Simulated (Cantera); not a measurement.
## Abatement and gas-phase synthesis: N2O + O2 + H2

A closed system holds: 1 mol N2O, 0.12 mol O2, 0.14 mol H2, equilibrated at 10.0 mbar.

Equilibrium computed with Cantera from the NASA thermochemical tables; the gas is ideal and each condensed phase is pure. Candidate condensed phases: H2O; 24 gas species. Equilibrium is a limit: real reactors are often held back by kinetics, nucleation or transport.

From 1327 °C to 2327 °C nothing is condensed.

```
T (°C)   x N2   x O2       x O   x H2O      x OH       x H     x NO
------  -----  -----  --------  ------  --------  --------  -------
1327    0.591  0.324   8.26e-5  0.0825  0.000567   1.69e-6  0.00208
1427    0.590  0.323  0.000254  0.0822   0.00116   7.94e-6  0.00311
1527    0.589  0.322  0.000691  0.0816   0.00219   3.15e-5  0.00445
1627    0.587  0.320   0.00169  0.0805   0.00385  0.000108  0.00611
1727    0.585  0.317   0.00377  0.0788   0.00637  0.000327  0.00811
1827    0.582  0.312   0.00777  0.0760   0.00993  0.000885   0.0104
1927    0.577  0.305    0.0149  0.0718    0.0147   0.00217   0.0130
2027    0.570  0.294    0.0269  0.0657    0.0204   0.00485   0.0158
2127    0.559  0.278    0.0458  0.0573    0.0268   0.00994   0.0186
2227    0.545  0.257    0.0735  0.0466    0.0328    0.0186   0.0212
2327    0.526  0.230     0.112  0.0342    0.0369    0.0316   0.0233
```
x: gas mole fraction; nothing condenses.
